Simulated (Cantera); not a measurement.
A closed system holds: 1 mol SiCl4, 0.025 mol Cl2, 29 mol H2, at 5.10 mbar.

These are equilibrium values from Cantera (NASA tables, ideal gas, pure condensed phases), not measurements of a reactor. Candidate condensed phases: Si; 19 gas species. The tables' values for SiCl3, SiCl are old estimates; treat these amounts as uncertain. Rates play no part.

log p: log10 of the partial pressure in bar; n: condensed amount in mol.

```csv
T (K),log p H2,log p HCl,log p SiCl2,log p SiCl4,log p SiHCl3,n Si(s)
1023,-2.32,-3.75,-4.92,-4.01,-4.66,?
1073,-2.33,-3.61,-4.61,-4.13,-4.75,?
1123,-2.33,-3.51,-4.36,-4.31,-4.90,?
1173,-2.34,-3.44,-4.18,-4.57,-5.10,0.308
1223,-2.34,-3.40,-4.07,-4.91,-5.37,0.312
1273,-2.34,-3.38,-4.01,-5.31,-5.67,0.305
1323,-2.34,-3.37,-3.97,-5.72,-5.98,0.293
1373,-2.34,-3.37,-3.95,-6.12,-6.28,0.280
1423,-2.34,-3.38,-3.93,-6.50,-6.57,0.266
1473,-2.34,-3.38,-3.92,-6.86,-6.85,0.253
1523,-2.34,-3.38,-3.91,-7.19,-7.10,0.240
1573,-2.34,-3.39,-3.90,-7.51,-7.34,0.228
```

Some entries are withheld; supply them.


- 1023, n Si(s): 0.172
- 1073, n Si(s): 0.235
- 1123, n Si(s): 0.283
